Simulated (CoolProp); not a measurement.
Vapour-liquid equilibrium of propane (1) + c-C4F8 (RC318) (2) at 258.3 K; x and y are mole fractions of (1).

Model: multi-fluid Helmholtz-energy mixture model, Lemmon 2009 and Platzer 1990; pair parameters Bell 2016, in CoolProp. This equation is an older, rougher fit; its heat capacities, sound speeds and derivatives of the liquid may be far off and weren't checked against measurements.

```csv
x,bubble pressure (MPa),y at the bubble point,dew pressure at overall composition x (MPa),liquid density (mol/L)
0.05,0.1084,0.382,…,8.354
0.2,0.1956,0.691,0.08538,…
0.35,…,0.773,0.1035,9.197
0.5,0.2642,0.808,0.1311,…
0.65,0.2770,0.834,…,10.34
0.8,0.2875,…,…,11.11
0.95,0.2943,0.951,0.2943,…
```

**Question.** What belongs in the gaps?

**Answer.** 
- 0.05, dew pressure at overall composition x (MPa): 0.07258
- 0.2, liquid density (mol/L): 8.750
- 0.35, bubble pressure (MPa): 0.2420
- 0.5, liquid density (mol/L): 9.717
- 0.65, dew pressure at overall composition x (MPa): 0.1774
- 0.8, y at the bubble point: 0.870
- 0.8, dew pressure at overall composition x (MPa): 0.2593
- 0.95, liquid density (mol/L): 12.06

No azeotrope shows between x = 0.05 and 0.95.

Pair parameters are fitted to limited data, so mixtures are less certain than the pure fluids. With so large a gap from Raoult's law the liquid may split in two, which this calculation doesn't test in full.
